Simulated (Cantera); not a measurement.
**Moist CO burnout**

An isothermal, constant-pressure homogeneous reactor starts with CO : O₂ : H₂O : N₂ = 0.0098 : 0.0021 : 0.073 : 1 (molar parts), equivalence ratio 2.3, at 950 K and 97.5 Torr.

Model: GRI-Mech 3.0 (53 species, 325 reactions), integrated in Cantera.

```tsv
t (s)	x CO	x O₂	x H₂O	x H₂O₂	x NO	x NO₂	x N₂O
0.000200	0.00903	0.00194	0.0673	<1e-12	<1e-12	<1e-12	<1e-12
0.000518	0.00903	0.00194	0.0673	<1e-12	<1e-12	<1e-12	<1e-12
0.00134	0.00903	0.00194	0.0673	<1e-12	<1e-12	<1e-12	<1e-12
0.00347	0.00903	0.00194	0.0673	<1e-12	<1e-12	<1e-12	<1e-12
0.00898	0.00903	0.00194	0.0673	<1e-12	<1e-12	<1e-12	<1e-12
0.0233	0.00903	0.00194	0.0673	<1e-12	<1e-12	<1e-12	<1e-12
0.0602	0.00903	0.00194	0.0673	<1e-12	<1e-12	<1e-12	<1e-12
0.156	0.00901	0.00193	0.0673	2.76e-9	<1e-12	<1e-12	3.58e-11
0.403	0.00210	5.38e-5	0.0642	3.15e-9	1.95e-8	<1e-12	1.27e-9
1.04	0.000962	6.87e-7	0.0632	3.93e-10	2.06e-8	<1e-12	1.27e-10
2.70	0.000675	5.53e-8	0.0629	1.10e-10	2.06e-8	<1e-12	2.88e-11
7.00	0.000540	6.84e-9	0.0628	3.53e-11	2.06e-8	<1e-12	9.03e-12
```
x: mole fraction; the columns are a selection and need not sum to one.

Equilibrium at this temperature and pressure: CO 0.000371, O₂ <1e-12, H₂O 0.0626, H₂O₂ <1e-12, NO <1e-12, NO₂ <1e-12, N₂O <1e-12 (gas phase only).
